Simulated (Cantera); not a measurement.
## Metals in furnace atmospheres: Ti + CO2 + H2

A closed system holds: 1 mol Ti, 0.14 mol CO2, 58 mol H2, equilibrated at 1673.15 K and 13300 Pa.

Equilibrium computed with Cantera from the NASA thermochemical tables; the gas is ideal and each condensed phase is pure. Candidate condensed phases: C, C6H6, C7H8, C8H18, H2O, Ti, TiC, TiO, TiO2, Ti2O3, Ti3O5, Ti4O7; 113 gas species. Mutual solubility and eutectic melting of coexisting phases are not modelled. TiC, TiO: taken at fixed stoichiometry. Condensed phases not in the tables: solid solutions among these carbides, nitrides and lower oxides, N, O or C dissolved in the metal. Kinetics and transport are ignored.

- x(H2): 1.000
- x(H): 0.000312
- n(Ti(β)): 0.580 mol
- n(TiC(s)): 0.140 mol
- n(TiO(s)): 0.280 mol
- gas amount: 58.01 mol
- log10 activity of Ti2O3(s) (absent): -2.79
- log10 activity of C(graphite) (absent): -5.09
- log10 activity of Ti3O5(s) (absent): -6.28
